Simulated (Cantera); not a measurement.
What does this Cantera script print?

```python
import numpy as np
import cantera as ct

gas_names = """
    H HNO HNO2 HNO3 HO2 H2 H2O H2O2 N NH NH2 NH3 NH2OH NO NO2 NO3 N2 N2H2 N2H4 N2O O OH O2 O3 Si SiH
    SiH2 SiH3 SiH4 SiN SiO SiO2 Si2 Si2N Si3
""".split()
cond_names = """
    H2O(s) H2O(L) Si(cr) Si(L) SiO2(Lqz) SiO2(hqz) SiO2(L) Si2N2O(s) Si3N4(a)
""".split()


def load(file, names, dense=False):
    # The tables refer to 1 bar. Condensed volumes are neglected.
    table = {s.name: s for s in ct.Species.list_from_file(file)}
    out = []
    for n in names:
        d = dict(table[n].input_data)
        d["thermo"] = dict(d["thermo"], **{"reference-pressure": 1e5})
        if dense:
            d["equation-of-state"] = {"model": "constant-volume", "density": "1e6 g/cm^3"}
        out.append(ct.Species.from_dict(d))
    return out


gas = ct.Solution(thermo="ideal-gas", species=load("nasa_gas.yaml", gas_names))
cond = {s.name: ct.Solution(thermo="fixed-stoichiometry", species=[s], name=s.name)
        for s in load("nasa_condensed.yaml", cond_names, dense=True)}
atoms = {
    'Si3N4': {'Si': 3, 'N': 4},
    'N2O': {'N': 2, 'O': 1},
    'N2': {'N': 2},
    'H2O': {'H': 2, 'O': 1},
}
top_T = {'Si2N2O(s)': 2100, 'Si3N4(a)': 2400}  # K; cautious upper limits of use, not melting points


def equilibrate(T, P, feed):
    n = {}
    for name, mol in feed.items():
        for a, k in atoms[name].items():
            n[a] = n.get(a, 0.0) + k * mol
    gas.TPX = T, P, n
    mass = sum(n.values()) * gas.mean_molecular_weight
    gas.equilibrate("TP")
    valid = [c for c in cond.values() if c.min_temp <= T <= top_T.get(c.name, c.max_temp)]
    mix = ct.Mixture([(gas, mass / gas.mean_molecular_weight)] + [(c, 0.0) for c in valid])
    mix.T, mix.P = T, P
    mix.equilibrate("TP", solver="vcs", rtol=1e-11, max_steps=5000)
    return mix


results = []
T = 1975  # K
P = 4000  # Pa
for m in [0.29, 0.4, 0.54, 0.74, 1, 1.4, 1.9, 2.6, 3.6]:
    feed = {'Si3N4': 1, 'N2O': m, 'N2': 54, 'H2O': 0.088}  # mol
    mix = equilibrate(T, P, feed)
    results.append((T, P, feed, dict(zip(mix.species_names, mix.species_moles))))

top = {s: max(r[3][s] / sum(r[3][g] for g in gas_names) for r in results) for s in gas_names}
cols = sorted((s for s in top if top[s] > 0.0001), key=lambda s: -top[s])[:8]
seen = [c for c in cond_names if any(r[3].get(c, 0) > 1e-12 for r in results)]
print("log10 of partial pressures in bar; condensed amounts in mol")
print(f"{'n(N2O)':>10s}" + "".join(f"{s[:9]:>10s}" for s in cols + seen))
for T, P, feed, n in results:
    ng = sum(n[g] for g in gas_names)
    print(f"{feed['N2O']:10.4g}" + "".join(f"{np.log10(max(n[s] / ng * P / 1e5, 1e-99)):10.3f}" for s in cols)
          + "".join(f"{n.get(c, 0):10.4g}" for c in seen))
```

It prints:

```
log10 of partial pressures in bar; condensed amounts in mol
    n(N2O)        N2       SiO        H2        Si         H     Si(L)   SiO2(L)
      0.29    -1.402    -3.575    -4.246    -4.490    -4.987     2.565         0
       0.4    -1.403    -3.466    -4.248    -4.490    -4.988     2.455         0
      0.54    -1.404    -3.358    -4.250    -4.490    -4.989     2.315         0
      0.74    -1.405    -3.241    -4.253    -4.490    -4.991     2.114         0
         1    -1.407    -3.126    -4.258    -4.490    -4.993     1.854         0
       1.4    -1.410    -2.996    -4.264    -4.490    -4.996     1.453         0
       1.9    -1.414    -2.878    -4.271    -4.490    -4.999    0.9522         0
       2.6    -1.418    -2.757    -4.282    -4.490    -5.005    0.2509         0
       3.6    -1.415    -2.826    -4.299    -8.960    -5.013         0    0.6851
```

Method: chemical equilibrium by Gibbs-energy minimisation in Cantera with the NASA 1993 tables (ideal gas, pure condensed phases). The tables' values for SiN are old estimates; treat these amounts as uncertain. The tables hold silica as quartz up to 1696 K and as liquid above; real silica turns to tridymite and cristobalite and melts near 1996 K.
